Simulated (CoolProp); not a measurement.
Computed with CoolProp (reference Helmholtz-energy equation of state, Wu 2011).

Q: Give the vapour pressure (kPa), vapour density (kg/m³), enthalpy of vaporisation (kJ/kg), liquid cp (kJ/(kg K)) of saturated dimethyl ether at 244.8 K.

A: 
```csv
T (K),p (kPa),vapour density (kg/m³),enthalpy of vaporisation (kJ/kg),liquid cp (kJ/(kg K))
244.8,86.5,2.03,469,2.23
```
